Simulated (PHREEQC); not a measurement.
Dissolve 0.16 mol/kgw H2SO4, 0.029 mol/kgw K2SO4 and 0.00091 mol/kgw CuSO4 at 92 °C. Closed to the air; pH follows from the charge balance.

Computed with PHREEQC (ion-association model, wateq4f.dat).

Precipitation was switched off in this run.

Problem. Estimate the pH, activity of water, ionic strength.

Solution. pH 0.96; activity of water 0.993; ionic strength 0.207 mol/kgw.

Problem. In which forms is K present?

Solution. K+ 97 %, KSO4- 3.4 % of the K.

Complexes and solids missing from the database can't appear. Constants without temperature data keep their 25 °C values here.
